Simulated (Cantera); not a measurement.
A freely propagating, adiabatic, planar premixed flame of H2 : O2 : N2 = 1 : 0.556 : 2.09 (molar parts), unburnt at 600 K and 1.01 bar; mixture-averaged transport, grid criteria slope 0.08 and curve 0.16, no radiation.

Cantera simulation using the H2/O2 subset of GRI-Mech 3.0, which has no nitrogen chemistry; the numbers are that mechanism's predictions, not measurements. Burning velocities carry a grid error of a few per cent, more on coarse grids.

### Question
Predict: laminar burning velocity; thermal thickness; peak x(H); peak x(H2O2); peak x(O).

### Answer
```
Item                        Result
------------------------  --------
laminar burning velocity  689 cm/s
thermal thickness         0.459 mm
peak x(H)                   0.0510
peak x(H2O2)               1.58e-5
peak x(O)                   0.0145
```
